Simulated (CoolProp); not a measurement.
n-dodecane along the isotherm 346.85 °C: Z from the reference equation and from simpler models built on Tc = 385.0 °C, pc = 1.818 MPa, ω = 0.574; each cubic takes its own stable root.

Computed with CoolProp (reference Helmholtz-energy equation of state, Lemmon 2004). It is a short technical equation, of lower accuracy than the large ones.

```csv
p (MPa),phase,reference
0.00862,gas,0.9976
0.0163,gas,0.9954
0.031,gas,0.9913
0.0587,gas,0.9835
0.111,gas,0.9685
0.211,gas,0.9391
0.4,gas,0.8806
0.759,gas,0.7534
1.44,liquid,0.1094
2.73,liquid,0.1979
```

How far does each simpler model (van der Waals, Redlich-Kwong, Peng-Robinson) lie from the reference over these 10 states: mean and median of the absolute difference, and the worst?


- van der Waals: mean 18.0 %, median 1.6 %, worst +91.5 % at 346.85 °C and 1.44 MPa
- Redlich-Kwong: mean 8.7 %, median 1.0 %, worst +43.1 % at 346.85 °C and 1.44 MPa
- Peng-Robinson: mean 3.0 %, median 0.4 %, worst +14.5 % at 346.85 °C and 1.44 MPa
